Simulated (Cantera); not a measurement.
**Stirred combustor or abatement burner**

A perfectly stirred reactor is fed with 5.00 % CH₄, 13.5 % O₂, 81.5 % N₂, at 5.00 bar; it is adiabatic with a 623 K inlet, and is followed from long to short residence time, starting on the burning branch (τ in s: 0.058, 0.029, 0.014, 0.0072, 0.0036, 0.0018, 0.00089, 0.00044, 0.00022, 0.00011, 5.5e-05, 2.7e-05, 1.4e-05).

Detailed kinetics in Cantera: GRI-Mech 3.0 (53 species, 325 reactions).

| τ (s) | T (K) | x CH₄ | x O₂ | x C₂H | x CH₃ | x CH₂ |
|---|---|---|---|---|---|---|
| 0.058 | 1745 | 1.06e-5 | 0.0350 | 3.17e-12 | 2.32e-6 | 3.25e-8 |
| 0.029 | 1743 | 1.69e-5 | 0.0351 | 6.88e-12 | 3.70e-6 | 6.18e-8 |
| 0.014 | 1740 | 2.75e-5 | 0.0352 | 1.46e-11 | 5.95e-6 | 1.19e-7 |
| 0.0072 | 1737 | 4.31e-5 | 0.0354 | 2.76e-11 | 9.05e-6 | 2.13e-7 |
| 0.0036 | 1730 | 6.91e-5 | 0.0357 | 5.10e-11 | 1.39e-5 | 3.82e-7 |
| 0.0018 | 1721 | 0.000113 | 0.0362 | 9.07e-11 | 2.13e-5 | 6.68e-7 |
| 0.00089 | 1705 | 0.000191 | 0.0371 | 1.59e-10 | 3.33e-5 | 1.14e-6 |
| 0.00044 | 1679 | 0.000349 | 0.0387 | 2.81e-10 | 5.47e-5 | 1.90e-6 |
| 0.00022 | 1614 | 0.000950 | 0.0435 | 6.39e-10 | 0.000119 | 3.00e-6 |
| 0.00011 | 623 | 0.0500 | 0.135 | <1e-12 | <1e-12 | <1e-12 |
| 5.5e-5 | 623 | 0.0500 | 0.135 | <1e-12 | <1e-12 | <1e-12 |
| 2.7e-5 | 623 | 0.0500 | 0.135 | <1e-12 | <1e-12 | <1e-12 |
| 1.4e-5 | 623 | 0.0500 | 0.135 | <1e-12 | <1e-12 | <1e-12 |
x: mole fraction; the columns are a selection and need not sum to one.
